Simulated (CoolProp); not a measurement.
Properties of toluene along the isotherm 346.85 °C (Tc = 318.6 °C, pc = 41.26 bar, ω = 0.266).

Model: reference Helmholtz-energy equation of state, Lemmon 2006, in CoolProp. It is a short technical equation, of lower accuracy than the large ones.

```
p (bar)  phase  speed of sound (m/s)  Joule-Thomson coefficient (K/MPa)  conductivity (mW/(m K))  Prandtl number  fugacity coefficient
-------  -----  --------------------  ---------------------------------  -----------------------  --------------  --------------------
0.0652     gas                 241.5                              6.440                     43.5           0.710                0.9995
0.116      gas                 241.4                              6.443                     43.5           0.710                0.9991
0.206      gas                 241.2                              6.449                     43.5           0.710                0.9984
0.367      gas                 241.0                              6.460                     43.5           0.711                0.9972
0.652      gas                 240.5                              6.479                     43.5           0.711                0.9950
1.16       gas                 239.6                              6.514                     43.5           0.712                0.9912
2.06       gas                 238.1                              6.577                     43.5           0.714                0.9843
3.67       gas                 235.3                              6.692                     43.5           0.717                0.9722
6.52       gas                 230.3                              6.908                     43.6           0.723                0.9508
11.6       gas                 220.9                              7.336                     43.8           0.738                0.9132
20.6       gas                 202.9                              8.261                     44.6           0.772                0.8482
```

Viscosity comes from a separate model (Avgeri 2015). Thermal conductivity comes from a separate model (Assael 2012).
